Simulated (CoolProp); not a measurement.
The fluid at 208.66 K and 0.0325 MPa is throttled through a valve to 0.0217 MPa with no heat exchange. The same conditions are run with several fluids, on thermodynamics alone (safety and materials aside).

The numbers come from the reference Helmholtz-energy equation of state of each fluid (CH2F2 (R32): Tillner-Roth 1997; hydrogen chloride: Thol 2018; CH3F (R41): Lemmon 2006; ethylene: Smukala 2000; CF4 (R14): Platzer 1990) in CoolProp. The equations of Platzer and Polt are older, rougher fits.

| fluid | temperature change (K) | final density (kg/m³) |
|---|---|---|
| CH2F2 (R32) | ? | ? |
| hydrogen chloride | ? | ? |
| CH3F (R41) | ? | ? |
| ethylene | ? | 0.353 |
| CF4 (R14) | ? | 1.10 |

**Question.** Complete the blanks.

**Answer.** 
- CH2F2 (R32), temperature change (K): -1.2
- CH2F2 (R32), final density (kg/m³): 0.662
- hydrogen chloride, temperature change (K): -0.4
- hydrogen chloride, final density (kg/m³): 0.459
- CH3F (R41), temperature change (K): -0.7
- CH3F (R41), final density (kg/m³): 0.430
- ethylene, temperature change (K): -0.3
- CF4 (R14), temperature change (K): -0.1
